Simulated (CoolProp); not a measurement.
Vapour-liquid equilibrium of carbon dioxide (1) + isopentane (2) at 253.9 K; x and y are mole fractions of (1).

Computed with CoolProp (multi-fluid Helmholtz-energy mixture model, Span 1996 and Lemmon 2006; pair parameters Kunz 2012).

Question: Give the bubble pressure and the first vapour's composition at x = 0.8, 0.875, 0.95. Is there an azeotrope?

Answer: x = 0.8: 16.04 bar, y = 0.994; x = 0.875: 17.35 bar, y = 0.996; x = 0.95: 18.94 bar, y = 0.998. No azeotrope shows between x = 0.05 and 0.95.

Pair parameters are fitted to limited data, so mixtures are less certain than the pure fluids. The gap from Raoult's law changes sign with composition, which may be real or a fault of the pair parameters; it wasn't checked against measurements. With so large a gap from Raoult's law the liquid may split in two, which this calculation doesn't test in full.
